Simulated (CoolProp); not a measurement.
Saturated liquid density (kg/m³) of tetrahydrofuran: the reference equation beside estimates from Tc = 267.0 °C, pc = 5.304 MPa, ω = 0.234.

Values from CoolProp's reference Helmholtz-energy equation of state, Fiedler 2023.

```csv
T (°C),reference,van der Waals,Redlich-Kwong
22.45,…,543.1,…
36.85,…,534.1,…
51.25,852.6,…,772.4
65.55,836.2,515.1,…
79.95,819.3,504.9,737.9
94.35,801.9,…,719.2
108.65,784.1,483.2,699.6
123.05,765.5,471.4,…
```

Problem. Complete the blanks.

Solution. 
- 22.45, reference: 884.7
- 22.45, Redlich-Kwong: 803.7
- 36.85, reference: 868.8
- 36.85, Redlich-Kwong: 788.4
- 51.25, van der Waals: 524.7
- 65.55, Redlich-Kwong: 755.6
- 94.35, van der Waals: 494.3
- 123.05, Redlich-Kwong: 678.6

Absolute difference from the reference over all 8 rows, mean and median: van der Waals 38.4 and 38.4 %, Redlich-Kwong 10.0 and 9.8 %.
